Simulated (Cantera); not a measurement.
**Thermodynamics of abatement and gas-phase synthesis, feed H₂S + SO₂ + H₂**

Feed: 1 mol H₂S, 0.01 mol SO₂, 0.42 mol H₂, equilibrated at 3050 K and 91.0 Pa.

Method: chemical equilibrium by Gibbs-energy minimisation in Cantera with the NASA 1993 tables (ideal gas, pure condensed phases). Candidate condensed phases: H₂O, H₂SO₄, S; 19 gas species. Rates play no part.

```json
{
 "x(H)": "0.717",
 "x(S)": "0.262",
 "x(H₂)": "0.0139",
 "x(O)": "0.00458",
 "x(SH)": "0.00104",
 "x(S₂)": "0.000733",
 "x(SO)": "0.000520",
 "x(OH)": "0.000145",
 "x(H₂O)": "8.15e-6",
 "gas_amount": "3.808 mol",
 "log10 activity of S(l) (absent)": "-4.97"
}
```
